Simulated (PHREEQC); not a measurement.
2.5 g of hydrous ferric oxide (600 m²/g; 0.2 weak and 0.005 strong sites per Fe, Dzombak-Morel constants, diffuse double layer) in 1 kg of water with 0.3 mol/kgw of an inert sodium salt and 0.0011 mol NaH2PO4 and 0.0043 mol NiCl2, at 25 °C; the pH is set by adding NaOH or the inert anion's acid. Oxygen is held at 0.21 atm. No CO2 enters from the air. Precipitation was switched off in this run.

The series has 17 steps of pH, from 3 to 9.

Computed with PHREEQC (ion-association model, wateq4f.dat).

Question: Near which pH is half of the Ni sorbed, and on which side is more sorbed?

Answer: Near pH 6.7, with more sorbed at higher pH.

Along this series the solution becomes supersaturated in solids that the run did not let form, among them Ni(OH)2, Ni3(PO4)2. H3PO4, which wateq4f.dat lacks, is added to it with the constant of phreeqc.dat. The database has no phosphate complexes of Ni. The oxide is taken as insoluble; below pH 4 it would dissolve.
